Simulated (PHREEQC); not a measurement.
A made-up water analysis in mg/L, 25 °C, pH 3.48, pe 11.7:

```json
[
 {"constituent": "Na", "mg/L": "1480"},
 {"constituent": "K", "mg/L": "186"},
 {"constituent": "Ca", "mg/L": "77.9"},
 {"constituent": "Mg", "mg/L": "303"},
 {"constituent": "Cl", "mg/L": "1160"},
 {"constituent": "S(6) as SO4", "mg/L": "3160"},
 {"constituent": "Cu(2)", "mg/L": "1.14"}
]
```

Valence states are taken as typed.

Equilibrium calculation in PHREEQC: ion-association model, phreeqc.dat.

The ionic strength comes out as 0.116 mol/kgw and the specific conductance is 8310 µS/cm. The density is 1.003 g/cm³ and the total alkalinity is -0.757 meq/kg. The charge-balance error is 0.1 %.

```json
[
 {"species": "Na+", "molality": "0.0622", "activity": "0.0483", "log γ": "-0.110"},
 {"species": "Cl-", "molality": "0.0329", "activity": "0.0249", "log γ": "-0.122"},
 {"species": "SO4-2", "molality": "0.0238", "activity": "0.00843", "log γ": "-0.450"},
 {"species": "Mg+2", "molality": "0.00715", "activity": "0.00280", "log γ": "-0.407"},
 {"species": "MgSO4", "molality": "0.00539", "activity": "0.00554", "log γ": "0.012"},
 {"species": "K+", "molality": "0.00453", "activity": "0.00341", "log γ": "-0.123"},
 {"species": "NaSO4-", "molality": "0.00262", "activity": "0.00204", "log γ": "-0.108"},
 {"species": "Ca+2", "molality": "0.00126", "activity": "0.000473", "log γ": "-0.426"},
 {"species": "CaSO4", "molality": "0.000691", "activity": "0.000710", "log γ": "0.012"},
 {"species": "H+", "molality": "0.000404", "activity": "0.000331", "log γ": "-0.087"}
]
```

This is a speciation only: nothing precipitates in the calculation. Species that the database lacks are ignored.
